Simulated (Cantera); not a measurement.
**N2O furnace oxynitridation**

An isothermal, constant-pressure homogeneous reactor starts with N2O : H2O = 1 : 0.066 (molar parts), at 1525 K and 0.0263 atm.

Cantera simulation using GRI-Mech 3.0 (53 species, 325 reactions); the numbers are that mechanism's predictions, not measurements. GRI-Mech 3.0 was tuned for natural gas; its chemistry of N2O as a main component is partial and can be far from experiment. Radical loss at walls, strong at low pressure, is not modelled. The temperature is held fixed by assumption; the heat of reaction is taken as removed at once.

```tsv
t (s)	x N2O	x H2O	x H	x O	x O2
2.00e-6	0.938	0.0619	<1e-12	2.48e-6	1.95e-8
9.41e-6	0.938	0.0619	7.25e-12	1.12e-5	4.18e-7
4.43e-5	0.938	0.0619	1.27e-9	4.31e-5	8.09e-6
0.000208	0.937	0.0619	4.97e-8	9.55e-5	0.000108
0.000980	0.935	0.0617	3.26e-7	0.000102	0.000757
0.00461	0.921	0.0614	5.39e-7	0.000102	0.00419
0.0217	0.862	0.0601	5.56e-7	9.96e-5	0.0198
0.102	0.644	0.0555	6.19e-7	9.38e-5	0.0782
0.480	0.204	0.0463	9.87e-7	8.37e-5	0.198
2.26	0.00310	0.0421	6.69e-7	4.47e-5	0.254
10.6	3.62e-6	0.0421	1.71e-7	1.77e-5	0.255
50.0	3.57e-6	0.0421	1.71e-7	1.78e-5	0.256
```
x: mole fraction; the columns are a selection and need not sum to one.

Equilibrium at this temperature and pressure: N2O 1.37e-8, H2O 0.0421, H 1.60e-7, O 1.97e-5, O2 0.318 (gas phase only).
